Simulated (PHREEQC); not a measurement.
Acid rinse or clean (model solution)

Consider water at 70 °C with 0.047 mol/kgw HCl and 0.0012 mol/kgw CaCl2. Closed to the air; pH follows from the charge balance.

Model: ion-association model, phreeqc.dat, run in PHREEQC.

Precipitation was switched off in this run.

Question: What pH, density does the model give?

Answer: pH 1.40; density 0.979 g/cm³.

At this temperature some constants are extrapolated from 25 °C, and those without enthalpy data are left unchanged.
